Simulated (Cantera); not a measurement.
Equilibrium for sublimation and decomposition of ceramics: MgO + C + H₂

Feed: 1 mol MgO, 0.0037 mol C, 7.3 mol H₂, at 1952 °C and 9.90 Pa.

Method: chemical equilibrium by Gibbs-energy minimisation in Cantera with the NASA 1993 tables (ideal gas, pure condensed phases). Candidate condensed phases: C, C₆H₆, C₇H₈, C₈H₁₈, H₂O, Mg, MgCO₃, MgO, Mg(OH)₂; 116 gas species. The tables' values for MgH are old estimates; treat these amounts as uncertain. Equilibrium is a limit: real reactors are often held back by kinetics, nucleation or transport.

- x(H): 0.412
- x(H₂): 0.401
- x(Mg): 0.0938
- x(H₂O): 0.0735
- x(OH): 0.0109
- x(O): 0.00781
- x(O₂): 0.000602
- x(CO): 0.000336
- x(MgO): 6.96e-5
- gas amount: 10.64 mol
- log10 activity of Mg(l) (absent): -6.86
- log10 activity of C(graphite) (absent): -11.02
